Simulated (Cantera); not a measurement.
Cantera run, input and output.

```python
import numpy as np
import cantera as ct

gas = ct.Solution("gri30.yaml")
gas.TPX = 1025, 1100000, {'CH3OH': 0.018, 'O2': 0.02, 'N2': 1}
reactor = ct.IdealGasConstPressureReactor(gas, energy="off", clone=False)
net = ct.ReactorNet([reactor])
net.rtol, net.atol = 1e-08, 1e-18
show = ['CH3OH', 'O2', 'OH', 'N2O', 'CH2O', 'NO2']
times = np.geomspace(4e-06, 100, 11)

steps = ct.SolutionArray(gas, extra=["t"])
rows = []
print(f"{'t/s':>10s}{'T/K':>9s}{'P/Pa':>11s}" + "".join(f"{s:>11s}" for s in show))
for t in times:
    while net.time < t:
        t_next = net.step()
        steps.append(gas.state, t=t_next)
    rows.append([np.interp(t, steps.t, y) for y in (steps.T, steps.P, *steps(*show).X.T)])
    print(f"{t:10.3e}{rows[-1][0]:9.1f}{rows[-1][1]:11.4g}" + "".join(f"{x:11.3e}" for x in rows[-1][2:]))
rate = np.gradient(steps.T, steps.t)
print("integrator steps:", len(steps.t))
if steps.T.max() > steps.T[0] + 200:
    print(f"time of steepest temperature rise: {steps.t[rate.argmax()]:.4e} s")
gas.TPX = 1025, 1100000, {'CH3OH': 0.018, 'O2': 0.02, 'N2': 1}
gas.equilibrate("TP")
print(f"equilibrium (TP): T = {gas.T:.1f} K  " + "  ".join(f"{s} {gas[s].X[0]:.3e}" for s in show))
```

It prints:

```
       t/s      T/K       P/Pa      CH3OH         O2         OH        N2O       CH2O        NO2
 4.000e-06   1025.0    1.1e+06  1.734e-02  1.927e-02  4.162e-13  4.114e-18  4.814e-11  1.465e-32
 2.197e-05   1025.0    1.1e+06  1.734e-02  1.927e-02  4.178e-13  3.256e-17  2.953e-10  3.921e-30
 1.207e-04   1025.0    1.1e+06  1.734e-02  1.927e-02  4.209e-13  4.838e-16  1.853e-09  8.310e-28
 6.629e-04   1025.0    1.1e+06  1.734e-02  1.927e-02  4.227e-13  1.271e-14  1.100e-08  1.593e-25
 3.641e-03   1025.0    1.1e+06  1.734e-02  1.927e-02  4.700e-13  3.757e-13  6.432e-08  2.815e-23
 2.000e-02   1025.0    1.1e+06  1.734e-02  1.927e-02  2.268e-12  1.122e-11  6.341e-07  7.760e-21
 1.099e-01   1025.0    1.1e+06  3.185e-05  3.897e-03  4.943e-08  9.079e-09  2.298e-05  9.201e-12
 6.034e-01   1025.0    1.1e+06  3.109e-11  1.075e-04  2.155e-09  3.190e-08  8.928e-10  3.076e-12
 3.314e+00   1025.0    1.1e+06  7.427e-13  1.758e-08  1.364e-10  2.028e-08  2.097e-10  3.613e-16
 1.821e+01   1025.0    1.1e+06  4.368e-13  3.875e-11  4.130e-11  8.392e-09  2.113e-10 -4.741e-19
 1.000e+02   1025.0    1.1e+06  3.885e-13  7.819e-16  6.762e-12  1.669e-10  2.212e-10 -3.381e-18
integrator steps: 3278
equilibrium (TP): T = 1025.0 K  CH3OH 8.566e-13  O2 2.086e-20  OH 9.009e-13  N2O 4.151e-18  CH2O 2.159e-10  NO2 6.729e-25
```

Detailed kinetics in Cantera: GRI-Mech 3.0 (53 species, 325 reactions). GRI-Mech 3.0 was tuned for natural gas; its chemistry of methanol as a main component is partial and can be far from experiment. The temperature is held fixed by assumption; the heat of reaction is taken as removed at once.
